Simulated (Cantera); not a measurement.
An adiabatic, constant-pressure homogeneous reactor starts with H₂ : O₂ : N₂ = 1 : 0.294 : 1.11 (molar parts), at 1325 K and 490000 Pa. Integrator tolerance rtol = 1e-08.

Computed with Cantera and the H2/O2 subset of GRI-Mech 3.0, which has no nitrogen chemistry. The hydrogen kinetics of GRI-Mech 3.0 are dated; newer H2 mechanisms differ, most at raised pressure.

Problem. What does this change do: pressure from 490000 Pa to 210000 Pa?

Solution. 
```csv
quantity,before,after
time of steepest temperature rise,6.34 µs,13.1 µs
temperature at 0.500 s,2867 K,2816 K
equilibrium temperature,2867 K,2816 K
x(H₂) at 0.500 s,0.188 (gas-phase equilibrium 0.188),0.186 (gas-phase equilibrium 0.186)
x(O₂) at 0.500 s,0.000324 (gas-phase equilibrium 0.000324),0.000512 (gas-phase equilibrium 0.000512)
x(HO₂) at 0.500 s,6.20e-7 (gas-phase equilibrium 6.20e-7),6.33e-7 (gas-phase equilibrium 6.33e-7)
x(H₂O) at 0.500 s,0.265 (gas-phase equilibrium 0.265),0.261 (gas-phase equilibrium 0.261)
x(H₂O₂) at 0.500 s,1.48e-7 (gas-phase equilibrium 1.48e-7),1.10e-7 (gas-phase equilibrium 1.10e-7)
x(OH) at 0.500 s,0.00853 (gas-phase equilibrium 0.00853),0.0104 (gas-phase equilibrium 0.0104)
x(H) at 0.500 s,0.0203 (gas-phase equilibrium 0.0203),0.0259 (gas-phase equilibrium 0.0259)
```
